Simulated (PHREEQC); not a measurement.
0.016 g of hydrous ferric oxide (600 m²/g; 0.2 weak and 0.005 strong sites per Fe, Dzombak-Morel constants, diffuse double layer) in 1 kg of water with 0.005 mol/kgw of an inert sodium salt and 0.0052 mmol/kgw Ag2SO4, 0.0099 mmol/kgw CuSO4 and 0.066 mmol/kgw CuCl2, at 25 °C; the pH is set by adding NaOH or the inert anion's acid. Oxygen alone is held at its pressure in air (log pO2 = -0.68). The system is closed to CO2. Precipitation was switched off in this run.

Base run: PHREEQC, ion-association model, wateq4f.dat. Each further column changes one thing. The table gives Cu sorbed (%).

```
pH    base  no electrostatic term (-no_edl)  background salt from 0.005 to 0.0005 mol/kgw  oxide from 0.016 to 0.08 g/kgw  7.3e-06 mol/kgw SrCl2 added
----  ----  -------------------------------  --------------------------------------------  ------------------------------  ---------------------------
4      0.2                              0.3                                           0.3                             0.8                          0.2
4.75   1.8                              2.6                                           1.9                             7.4                          1.8
5.5   11.6                             23.2                                          12.1                            37.4                         11.6
6.25  24.8                             45.9                                          24.3                            79.1                         24.8
7     27.2                             48.2                                          26.0                            92.8                         27.2
7.75  23.7                             48.0                                          22.7                            91.4                         23.7
8.5   22.1                             45.9                                          21.6                            89.5                         22.1
9.25  21.2                             31.2                                          21.1                            87.6                         21.2
10    19.9                              4.7                                          20.1                            85.1                         19.7
```

In at least one series the solution becomes supersaturated in solids that the run did not let form, among them Cu(OH)2, Brochantite, Antlerite, Atacamite, Cerargyrite. The database's constant for dissolved Cu(OH)2 is higher than later reviews accept.
